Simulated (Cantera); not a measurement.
Cantera run:

```python
import numpy as np
import cantera as ct

gas_names = """
    B BF BF2 BF3 BH BHF2 BH2 BH3 BN B2 F F2 H HF H2 H2F2 H3F3 H4F4 H5F5 H6F6 H7F7 N NF NF2 NF3 NH NH2
    NH3 N2 N2H2 N2H4
""".split()
cond_names = """
    B(b) B(L) BN(s)
""".split()


# ... load() reads the species with a 1 bar reference pressure and builds the phases ...
atoms = {
    'BF3': {'B': 1, 'F': 3},
    'N2': {'N': 2},
    'H2': {'H': 2},
}
top_T = {'BN(s)': 3200}  # K; cautious upper limits of use, not melting points


# ... equilibrate(T, P, feed) seeds the gas with the atoms and calls Mixture.equilibrate('TP', solver="vcs", rtol=1e-11, max_steps=5000) ...
results = []
feed = {'BF3': 1, 'N2': 6.6, 'H2': 0.22}  # mol
T = 1775  # K
P = 13332.2  # Pa
mix = equilibrate(T, P, feed)
results.append((T, P, feed, dict(zip(mix.species_names, mix.species_moles))))
x = sorted(zip(gas.X, gas.species_names), reverse=True)
print(f"T = {T:g} K  P = {P:g} Pa  gas = {mix.phase_moles(0):.4g} mol")
print("   x: " + "  ".join(f"{s} {v:.3e}" for v, s in x if v > 0.001))
print("   condensed (mol): " + ("  ".join(f"{mix.phase(i).name} {mix.phase_moles(i):.4g}"
      for i in range(1, mix.n_phases) if mix.phase_moles(i) > 1e-12) or "none"))
```

Result:

```
T = 1775 K  P = 13332.2 Pa  gas = 7.854 mol
   x: N2 8.403e-01  BF3 1.184e-01  H2 2.268e-02  HF 9.585e-03  BF2 7.429e-03
   condensed (mol): BN(s) 0.0002781
```

Equilibrium computed with Cantera from the NASA thermochemical tables; the gas is ideal and each condensed phase is pure. The tables' values for BF2 are old estimates; treat these amounts as uncertain.
